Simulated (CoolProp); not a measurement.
Vapour pressure (bar) of C3F8 (R218): the reference equation beside estimates from Tc = 71.9 °C, pc = 26.40 bar, ω = 0.317. Clausius-Clapeyron is anchored at -67.95 °C with a constant enthalpy of vaporisation of 21.76 kJ/mol.

Computed with CoolProp (reference Helmholtz-energy equation of state, Lemmon 2006). It is a short technical equation, of lower accuracy than the large ones.

```tsv
T (°C)	reference	Lee-Kesler	Clausius-Clapeyron	Redlich-Kwong	Soave-Redlich-Kwong
-67.95	0.1911	0.1873	0.1911	___	0.1892
-57.55	0.3555	0.3509	0.3535	0.8182	0.3527
-47.25	0.6150	0.6108	0.6149	1.279	___
-36.85	1.010	1.008	1.024	1.915	1.008
-26.45	1.581	1.584	1.633	2.755	1.582
-16.05	2.373	2.382	2.508	3.831	2.383
-5.65	3.435	3.453	3.726	5.174	3.461
4.75	4.822	4.849	5.373	6.814	4.875
15.15	6.591	6.627	7.547	8.780	6.684
25.55	8.804	8.848	10.35	11.10	___
35.85	11.50	11.56	13.86	13.77	11.71
```

Q: Some entries are withheld; supply them.

A: 
- -67.95, Redlich-Kwong: 0.4926
- -47.25, Soave-Redlich-Kwong: 0.6119
- 25.55, Soave-Redlich-Kwong: 8.950

Absolute difference from the reference over all 11 rows, mean and median: Lee-Kesler 0.7 and 0.5 %, Clausius-Clapeyron 7.6 and 5.7 %, Redlich-Kwong 72.0 and 61.4 %, Soave-Redlich-Kwong 0.9 and 0.8 %.
